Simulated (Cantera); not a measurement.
Feed: 1 mol MgO, 1.1 mol H2O, 1.8 mol H2, 0.84 mol HI, equilibrated at 1598 K and 36.0 Torr.

These are equilibrium values from Cantera (NASA tables, ideal gas, pure condensed phases), not measurements of a reactor. Candidate condensed phases: H2O, I2, Mg, MgI2, MgO, Mg(OH)2; 20 gas species. Equilibrium is a limit: real reactors are often held back by kinetics, nucleation or transport.

Base state: H2 0.521, H2O 0.272, I 0.153, HI 0.0530, I2 0.000347, MgI2 0.000189, H 0.000175 (mole fractions); condensed: MgO(s).

Question: What changes in the equilibrium state with this change: HI from 0.84 to 0.088 mol?

Answer: 
| species | before | after |
|---|---|---|
| H2 | 0.521 | 0.606 |
| H2O | 0.272 | 0.364 |
| I | 0.153 | 0.0212 |
| HI | 0.0530 | 0.00791 |
| MgI2 | 0.000189 | 3.14e-6 |
| I2 | 0.000347 | 6.64e-6 |
| H | 0.000175 | 0.000189 |
| MgO(s), mol | 0.999 | 1.000 |

Question: What changes in the equilibrium state with this change: temperature from 1598 K to 1048.15 K?

Answer: 
```csv
species,before,after
H2,0.521,0.490
H2O,0.272,0.291
HI,0.0530,0.196
I,0.153,0.0209
MgI2,0.000189,1.15e-5
H,0.000175,2.48e-8
I2,0.000347,0.00290
"MgO(s), mol",0.999,1.000
```

Question: What changes in the equilibrium state with this change: H2 from 1.8 to 0.083 mol?

Answer: 
```tsv
species	before	after
H2O	0.272	0.464
I	0.153	0.292
H2	0.521	0.182
HI	0.0530	0.0597
MgI2	0.000189	0.000140
I2	0.000347	0.00126
OH	3.56e-6	1.03e-5
MgO(s), mol	0.999	1.000
```
